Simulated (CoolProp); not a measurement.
Computed with CoolProp (reference Helmholtz-energy equation of state, Thol 2015).

Problem. Give the vapour pressure (bar), liquid density (kg/m³), vapour density (kg/m³) of saturated octamethylcyclotetrasiloxane (D4) at 430.6, 531.3 K.

Solution. 
```
T (K)  p (bar)  liquid density (kg/m³)  vapour density (kg/m³)
-----  -------  ----------------------  ----------------------
430.6    0.621                     790                    5.44
531.3     5.60                     626                    51.7
```
